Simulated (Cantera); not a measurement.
**Hydrocarbon pyrolysis for carbon deposition**

An isothermal, constant-pressure homogeneous reactor starts with 18.5 % C2H6, 81.5 % H2, at 1700 K and 0.330 bar.

Computed with Cantera and GRI-Mech 3.0 (53 species, 325 reactions). GRI-Mech 3.0 stops at C3 and has no aromatics, soot or wall deposition, so with more carbon than oxygen in the feed, carbon stays in small species such as C2H2 where larger ones or solid carbon would form.

| t (s) | x C2H6 | x H2 | x C2H2 | x CH4 | x C2H4 |
|---|---|---|---|---|---|
| 0.000100 | 0.00175 | 0.760 | 0.0317 | 0.149 | 0.0537 |
| 0.000251 | 0.000278 | 0.765 | 0.0457 | 0.148 | 0.0402 |
| 0.000631 | 8.70e-5 | 0.768 | 0.0585 | 0.145 | 0.0268 |
| 0.00158 | 6.73e-5 | 0.773 | 0.0725 | 0.142 | 0.0122 |
| 0.00398 | 6.49e-5 | 0.777 | 0.0825 | 0.136 | 0.00299 |
| 0.0100 | 5.65e-5 | 0.784 | 0.0873 | 0.126 | 0.00186 |
| 0.0251 | 4.09e-5 | 0.797 | 0.0949 | 0.105 | 0.00176 |
| 0.0631 | 2.15e-5 | 0.817 | 0.106 | 0.0742 | 0.00167 |
| 0.158 | 7.66e-6 | 0.838 | 0.118 | 0.0420 | 0.00167 |
| 0.398 | 2.39e-6 | 0.851 | 0.126 | 0.0210 | 0.00173 |
| 1.00 | 1.24e-6 | 0.856 | 0.129 | 0.0130 | 0.00176 |
x: mole fraction; the columns are a selection and need not sum to one.

Equilibrium at this temperature and pressure: C2H6 1.13e-6, H2 0.857, C2H2 0.129, CH4 0.0119, C2H4 0.00177 (gas phase only).
